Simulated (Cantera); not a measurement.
Feed: 1 mol B2O3, 27 mol HF, at 1625 K.

These are equilibrium values from Cantera (NASA tables, ideal gas, pure condensed phases), not measurements of a reactor. Candidate condensed phases: B, B2O3, B3O3H3, H2O; 43 gas species. Gases not in the tables: H3BO3. Equilibrium is a limit: real reactors are often held back by kinetics, nucleation or transport.

x: gas mole fraction; nothing condenses.

```tsv
P (Pa)	x HF	x H2O	x BF3	x BOF	x H2
1	0.892	0.0314	3.82e-5	0.0703	?
4.20	0.892	0.0329	0.000153	0.0702	?
18	0.892	0.0341	0.000629	0.0698	?
75	0.891	0.0364	0.00239	0.0682	?
320	0.885	0.0424	0.00799	0.0629	?
1300	0.872	0.0548	0.0200	0.0517	?
5600	0.850	0.0750	0.0393	0.0339	?
24000	0.828	0.0959	0.0589	0.0160	?
100000	0.815	0.109	0.0708	0.00540	?
```

### Question
Some entries are withheld; supply them.

### Answer

- 1, x H2: 0.00249
- 4.20, x H2: 0.00162
- 18, x H2: 0.00103
- 75, x H2: 0.000673
- 320, x H2: 0.000462
- 1300, x H2: 0.000345
- 5600, x H2: 0.000263
- 24000, x H2: 0.000191
- 100000, x H2: 0.000130
